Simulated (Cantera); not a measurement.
A perfectly stirred reactor is fed with CH4 : H2 = 1 : 6.1 (molar parts), at 0.0263 atm; it is held at 1650 K, and followed from long to short residence time.

Detailed kinetics in Cantera: GRI-Mech 3.0 (53 species, 325 reactions). GRI-Mech 3.0 stops at C3 and has no aromatics, soot or wall deposition, so with more carbon than oxygen in the feed, carbon stays in small species such as C2H2 where larger ones or solid carbon would form. Radical loss at walls, strong at low pressure, is not modelled.

| quantity | before | after |
|---|---|---|
| x(CH4) at τ = 14.0 s | 0.0181 | 0.00476 |
| x(H2) at τ = 14.0 s | 0.928 | 0.934 |
| x(C2H6) at τ = 14.0 s | 9.90e-7 | 1.35e-7 |
| x(CH3) at τ = 14.0 s | 0.000192 | 0.000204 |
| x(C2H4) at τ = 14.0 s | 0.000119 | 3.88e-5 |
| x(CH4) at τ = 25.0 ms | 0.136 | 0.100 |
| x(H2) at τ = 25.0 ms | 0.861 | 0.880 |
| x(C2H6) at τ = 25.0 ms | 2.22e-5 | 2.92e-5 |
| x(CH3) at τ = 25.0 ms | 0.000783 | 0.00253 |
| x(C2H4) at τ = 25.0 ms | 0.000462 | 0.000897 |

### Question
Name the change that produced these shifts.
A. CH4 1 to 0.27 parts
B. temperature 1650 to 1798 K
C. H2 6.1 to 1.2 parts
D. pressure from 0.0263 atm to 0.00987 atm

### Answer
B, temperature 1650 to 1798 K
